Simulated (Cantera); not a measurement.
Cantera run:

```python
import numpy as np
import cantera as ct

gas_names = [...]  # 109 gases of nasa_gas.yaml made of C, Cl, H, Si
cond_names = """
    C(gr) C6H6(L) C7H8(L) C8H18(L),n-octa Si(cr) Si(L) SiC(b)
""".split()


# ... load() reads the species with a 1 bar reference pressure and builds the phases ...
atoms = {
    'SiH4': {'Si': 1, 'H': 4},
    'C2H2': {'C': 2, 'H': 2},
    'H2': {'H': 2},
    'HCl': {'H': 1, 'CL': 1},
}
top_T = {'C(gr)': 4500, 'SiC(b)': 3050}  # K; cautious upper limits of use, not melting points


# ... equilibrate(T, P, feed) seeds the gas with the atoms and calls Mixture.equilibrate('TP', solver="vcs", rtol=1e-11, max_steps=5000) ...
results = []
feed = {'SiH4': 1, 'C2H2': 0.29, 'H2': 19, 'HCl': 0.85}  # mol
P = 13332.2  # Pa
for T in [1875, 1925, 1975, 2025, 2075, 2125, 2175, 2225, 2275, 2325, 2375, 2425]:
    mix = equilibrate(T, P, feed)
    results.append((T, P, feed, dict(zip(mix.species_names, mix.species_moles))))

top = {s: max(r[3][s] / sum(r[3][g] for g in gas_names) for r in results) for s in gas_names}
cols = sorted((s for s in top if top[s] > 0.001), key=lambda s: -top[s])[:6]
seen = [c for c in cond_names if any(r[3].get(c, 0) > 1e-12 for r in results)]
print("log10 of partial pressures in bar; condensed amounts in mol")
print(f"{'T/K':>10s}" + "".join(f"{s[:9]:>10s}" for s in cols + seen))
for T, P, feed, n in results:
    ng = sum(n[g] for g in gas_names)
    print(f"{T:10.4g}" + "".join(f"{np.log10(max(n[s] / ng * P / 1e5, 1e-99)):10.3f}" for s in cols)
          + "".join(f"{n.get(c, 0):10.4g}" for c in seen))
```

Output:

```
log10 of partial pressures in bar; condensed amounts in mol
       T/K        H2         H       HCL        Si     SiCL2      Si2C     Si(L)    SiC(b)
      1875    -0.892    -3.629    -2.367    -5.043    -3.397    -6.851    0.3489    0.5799
      1925    -0.892    -3.466    -2.364    -4.759    -3.418    -6.465    0.3494    0.5798
      1975    -0.893    -3.310    -2.362    -4.490    -3.438    -6.099    0.3481    0.5797
      2025    -0.894    -3.162    -2.360    -4.235    -3.459    -5.752    0.3439    0.5795
      2075    -0.895    -3.022    -2.359    -3.992    -3.480    -5.422    0.3355     0.579
      2125    -0.896    -2.888    -2.358    -3.760    -3.501    -5.108    0.3207    0.5781
      2175    -0.898    -2.761    -2.359    -3.540    -3.523    -4.809    0.2961    0.5763
      2225    -0.901    -2.639    -2.361    -3.329    -3.546    -4.524    0.2569     0.573
      2275    -0.905    -2.523    -2.364    -3.128    -3.570    -4.252     0.196     0.567
      2325    -0.909    -2.413    -2.369    -2.936    -3.595    -3.992    0.1034    0.5562
      2375    -0.915    -2.308    -2.372    -2.784    -3.648    -3.776         0    0.5381
      2425    -0.921    -2.208    -2.366    -2.743    -3.785    -3.674         0    0.5036
```

Cantera equilibrium calculation (NASA polynomials, part measured and part estimated; ideal gas, pure solids and liquids). Mutual solubility and eutectic melting of coexisting phases are not modelled. The tables' values for SiCl, SiCl3 are old estimates; treat these amounts as uncertain. Gases not in the tables: Si2H6 and higher silanes.
